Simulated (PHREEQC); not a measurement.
Solution (25 °C): 0.031 mol H3PO4 and 0.15 mol NaOH per kg of water. It is in equilibrium with CO2 at log p = -3.4 (atm). Otherwise closed; pH follows from the charge balance.

The numbers come from PHREEQC with the ion-association model, wateq4f.dat.

Each row changes one thing in this solution. No solid was allowed to form.

| case | pH | ionic strength (mol/kgw) | Na+ (mol/kgw) | HCO3- (mol/kgw) | CO2 (mol/kgw) | SI of Nahcolite (NaHCO3) | SI of Natron (Na2CO3:10H2O) |
|---|---|---|---|---|---|---|---|
| as made | 9.62 | 0.178 | 0.134 | 0.0329 | 1.30e-5 | -2.06 | -3.02 |
| H3PO4 left out | 9.77 | 0.154 | 0.126 | 0.0461 | 1.31e-5 | -1.93 | -2.76 |
| NaOH from 0.15 to 1.5 mol/kgw | 9.99 | 1.13 | 0.957 | 0.0880 | 1.04e-5 | -0.86 | -0.72 |
| temperature from 25 to 65 °C | 9.50 | 0.155 | 0.118 | 0.0130 | 5.86e-6 | -2.84 | -4.83 |
| 0.0069 mol/kgw NaHSO4 added | 9.59 | 0.189 | 0.141 | 0.0309 | 1.30e-5 | -2.06 | -3.04 |
| 0.042 mol/kgw KOH added | 9.71 | 0.224 | 0.129 | 0.0419 | 1.29e-5 | -1.98 | -2.88 |
| H3PO4 replaced by NaH2PO4 at the same molality | 9.68 | 0.208 | 0.158 | 0.0383 | 1.29e-5 | -1.93 | -2.77 |
| NaOH replaced by NaHSO4 at the same molality | 1.30 | 0.254 | 0.141 | 1.62e-10 | 1.28e-5 | -10.36 | -19.65 |
| diluted 5-fold with water | 9.26 | 0.0370 | 0.0292 | 0.0129 | 1.34e-5 | -3.03 | -4.95 |

The ionic strength passes 0.7 mol/kgw, the rough limit of the ion-association models, in NaOH from 0.15 to 1.5 mol/kgw. H3PO4, which wateq4f.dat lacks, is added to it with the constant of phreeqc.dat. At this temperature some constants are extrapolated from 25 °C, and those without enthalpy data are left unchanged.
